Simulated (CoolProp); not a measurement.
Saturation properties of R124 (Tc = 395.4 K, pc = 3.624 MPa, ω = 0.288).

Values from CoolProp's reference Helmholtz-energy equation of state, de Vries 1995.

```csv
T (K),p (MPa),liquid density (kg/m³),vapour Z,surface tension (mN/m),vapour viscosity (µPa s),liquid conductivity (mW/(m K))
254.9,0.07727,1492,0.9643,15.0,11.0,84.5
264.8,0.1176,1463,0.9521,13.7,11.4,81.0
274.8,0.1734,1432,0.9372,12.5,11.9,77.6
284.8,0.2478,1400,0.9196,11.3,12.3,74.2
294.8,0.3446,1367,0.8991,10.1,12.8,70.9
304.7,0.4662,1332,0.8758,8.88,13.3,67.7
314.7,0.6194,1296,0.8489,7.73,13.8,64.6
324.7,0.8074,1257,0.8185,6.59,14.3,61.6
334.7,1.035,1215,0.7839,5.49,14.9,58.8
344.7,1.307,1170,0.7447,4.43,15.6,56.0
354.6,1.626,1119,0.7004,3.42,16.5,53.5
364.6,2.005,1061,0.6482,2.44,17.6,51.0
374.6,2.447,990.6,0.5854,1.53,19.2,48.8
384.6,2.963,895.8,0.5035,0.697,22.0,47.1
```

It boils at 261.2 K under 1 atm.

Viscosity comes from a separate model (Bell 2016), an estimate that may be off by 10 % or more. Thermal conductivity comes from a separate model (Huber 2003), an estimate that may be off by 10 % or more. Surface tension comes from a separate correlation (Mulero 2012).
